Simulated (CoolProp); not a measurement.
Ethylene at 298.15 K and 1.74 MPa is throttled through a valve to 0.116 MPa with no heat exchange. Each further row changes one setting.

Model: reference Helmholtz-energy equation of state, Smukala 2000, in CoolProp.

| case | temperature change (K) | final density (kg/m³) |
|---|---|---|
| as stated | -18.3 | 1.41 |
| outlet pressure 0.0348 MPa | -19.3 | 0.422 |
| outlet pressure 0.151 MPa | -17.9 | 1.84 |
